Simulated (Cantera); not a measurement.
A Cantera script and its output.

```python
import numpy as np
import cantera as ct

gas = ct.Solution("h2o2.yaml")
gas.TPX = 1250, 30000, {'H2': 1.2, 'O2': 1, 'N2': 0.52}
reactor = ct.IdealGasConstPressureReactor(gas, energy="off", clone=False)
net = ct.ReactorNet([reactor])
net.rtol, net.atol = 1e-08, 1e-18
show = ['H2', 'O2', 'H', 'H2O2', 'OH', 'HO2']
times = np.geomspace(4e-06, 60, 10)

steps = ct.SolutionArray(gas, extra=["t"])
rows = []
print(f"{'t/s':>10s}{'T/K':>9s}{'P/Pa':>11s}" + "".join(f"{s:>11s}" for s in show))
for t in times:
    while net.time < t:
        t_next = net.step()
        steps.append(gas.state, t=t_next)
    rows.append([np.interp(t, steps.t, y) for y in (steps.T, steps.P, *steps(*show).X.T)])
    print(f"{t:10.3e}{rows[-1][0]:9.1f}{rows[-1][1]:11.4g}" + "".join(f"{x:11.3e}" for x in rows[-1][2:]))
rate = np.gradient(steps.T, steps.t)
print("integrator steps:", len(steps.t))
if steps.T.max() > steps.T[0] + 200:
    print(f"time of steepest temperature rise: {steps.t[rate.argmax()]:.4e} s")
gas.TPX = 1250, 30000, {'H2': 1.2, 'O2': 1, 'N2': 0.52}
gas.equilibrate("TP")
print(f"equilibrium (TP): T = {gas.T:.1f} K  " + "  ".join(f"{s} {gas[s].X[0]:.3e}" for s in show))
```

Result:

```
       t/s      T/K       P/Pa         H2         O2          H       H2O2         OH        HO2
 4.000e-06   1250.0      3e+04  4.412e-01  3.676e-01  4.948e-08  8.249e-11  5.386e-09  3.427e-08
 2.508e-05   1250.0      3e+04  4.411e-01  3.676e-01  5.176e-05  1.154e-08  6.204e-06  2.392e-06
 1.573e-04   1250.0      3e+04  1.015e-02  1.893e-01  5.097e-03  1.375e-05  5.227e-03  1.172e-04
 9.865e-04   1250.0      3e+04  1.697e-04  1.886e-01  7.162e-06  1.500e-06  5.309e-04  9.633e-06
 6.186e-03   1250.0      3e+04  4.763e-06  1.886e-01  7.816e-08  1.782e-07  1.308e-04  5.238e-07
 3.880e-02   1250.0      3e+04  4.352e-07  1.887e-01  3.074e-09  2.690e-08  4.501e-05  7.096e-08
 2.433e-01   1250.0      3e+04  9.822e-08  1.887e-01  3.404e-10  6.222e-09  2.045e-05  3.700e-08
 1.526e+00   1250.0      3e+04  8.261e-08  1.887e-01  2.554e-10  4.961e-09  1.805e-05  3.717e-08
 9.568e+00   1250.0      3e+04  8.261e-08  1.887e-01  2.554e-10  4.961e-09  1.805e-05  3.717e-08
 6.000e+01   1250.0      3e+04  8.261e-08  1.887e-01  2.554e-10  4.961e-09  1.805e-05  3.717e-08
integrator steps: 1832
equilibrium (TP): T = 1250.0 K  H2 8.261e-08  O2 1.887e-01  H 2.554e-10  H2O2 4.961e-09  OH 1.805e-05  HO2 3.717e-08
```

Computed with Cantera and the H2/O2 subset of GRI-Mech 3.0, which has no nitrogen chemistry. The temperature is held fixed by assumption; the heat of reaction is taken as removed at once.
